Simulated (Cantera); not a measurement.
A closed system holds: 1 mol Si, a varied amount of HF, held at 525 °C and 0.270 bar.

These are equilibrium values from Cantera (NASA tables, ideal gas, pure condensed phases), not measurements of a reactor. Candidate condensed phases: Si; 25 gas species. Equilibrium is a limit: real reactors are often held back by kinetics, nucleation or transport.

### Question
Which condensed phases are stable at each of these points (n(HF) (mol)): 1.7, 2.4, 3.4, 4.9, 6.9, 9.8, 14, 20?

### Answer
```tsv
n(HF) (mol)	condensed phases	Si condensed (%)
1.7	Si(s)	56.8
2.4	Si(s)	39.0
3.4	Si(s)	13.6
4.9	gas only	0.0
6.9	gas only	0.0
9.8	gas only	0.0
14	gas only	0.0
20	gas only	0.0
```

From 1.7 mol HF to 3.4 mol HF the condensed part is Si(s). From 4.9 mol HF to 20 mol HF nothing is condensed.
